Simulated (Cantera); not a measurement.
An isothermal, constant-pressure homogeneous reactor starts with 20.0 % H₂, 80.0 % O₂, equivalence ratio 0.12, at 1425 K and 20.0 Torr.

Computed with Cantera and the H2/O2 subset of GRI-Mech 3.0, which has no nitrogen chemistry. Radical loss at walls, strong at low pressure, is not modelled. The temperature is held fixed by assumption; the heat of reaction is taken as removed at once.

x: mole fraction; the columns are a selection and need not sum to one.

| t (s) | x H₂ | x O₂ | x HO₂ | x H₂O | x OH | x H₂O₂ | x H |
|---|---|---|---|---|---|---|---|
| 7.00e-6 | 0.200 | 0.800 | 7.35e-8 | 6.80e-9 | 1.61e-8 | 4.45e-11 | 6.29e-8 |
| 3.10e-5 | 0.200 | 0.800 | 3.25e-7 | 4.29e-7 | 2.47e-7 | 8.53e-10 | 4.57e-7 |
| 0.000137 | 0.199 | 0.800 | 1.77e-6 | 0.000415 | 0.000144 | … | 0.000239 |
| 0.000608 | 0.00993 | 0.674 | 1.02e-5 | 0.156 | 0.0185 | 3.73e-7 | 0.0527 |
| 0.00269 | 0.00762 | 0.705 | 1.07e-5 | 0.176 | 0.0165 | 3.95e-7 | 0.0320 |
| 0.0119 | 0.00211 | 0.759 | 8.36e-6 | 0.210 | 0.00899 | … | 0.00403 |
| 0.0528 | 0.000141 | 0.776 | 1.62e-6 | 0.221 | 0.00235 | … | 6.74e-5 |
| 0.234 | 1.13e-5 | 0.777 | 2.34e-7 | 0.222 | 0.000669 | … | 1.54e-6 |
| 1.04 | 1.75e-6 | 0.778 | 1.56e-7 | 0.222 | 0.000264 | … | 9.45e-8 |
| 4.59 | 1.02e-6 | 0.778 | 1.78e-7 | 0.222 | 0.000202 | 4.21e-9 | 4.26e-8 |
| 20.3 | 1.02e-6 | 0.778 | 1.78e-7 | 0.222 | 0.000202 | 4.21e-9 | 4.25e-8 |
| 90.0 | 1.02e-6 | 0.778 | 1.78e-7 | 0.222 | 0.000202 | 4.21e-9 | 4.25e-8 |

Complete the blanks.


- 0.000137, x H₂O₂: 1.58e-8
- 0.0119, x H₂O₂: 2.99e-7
- 0.0528, x H₂O₂: 8.42e-8
- 0.234, x H₂O₂: 1.84e-8
- 1.04, x H₂O₂: 5.47e-9
